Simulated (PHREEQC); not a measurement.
1 kg of water holding 0.024 mol Na2CO3, 0.0086 mol KCl, 0.12 mol NaCl, 0.0098 mol NaHCO3 and 0.01 mol Na2SO4 is evaporated at 25 °C; the solids stay in contact with the brine. CO2 is held at log p = -3.4 (atm). The run lets Arcanite, Burkeite, Glaserite, Halite, Kalicinite, Mirabilite, Misenite, Nahcolite, Natron, Sylvite, Thenardite, Trona precipitate or redissolve, and no other solid.

The series has 28 steps of water left (kg), from 0.9998 to 0.004369.

Computed with PHREEQC (Pitzer model, pitzer.dat).

Q: Which solids form, in which order, and at which step of the series does each first stand?

A: Trona from water left = 0.02926 kg (pH 9.82); Halite from water left = 0.02373 kg (pH 9.73); Thenardite from water left = 0.01282 kg (pH 9.74), last present at water left = 0.01282 kg; Burkeite from water left = 0.01043 kg (pH 9.74); Glaserite from water left = 0.006821 kg (pH 9.76).
